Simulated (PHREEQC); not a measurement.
Solution (20 °C): 0.0083 mol/kgw NH4F. Closed to the air; pH follows from the charge balance.

Computed with PHREEQC (ion-association model, phreeqc.dat).

Precipitation was switched off in this run.

Task: Predict the pH, specific conductance.

Result: pH 6.30; specific conductance 892 µS/cm.

Species that the database lacks are ignored.
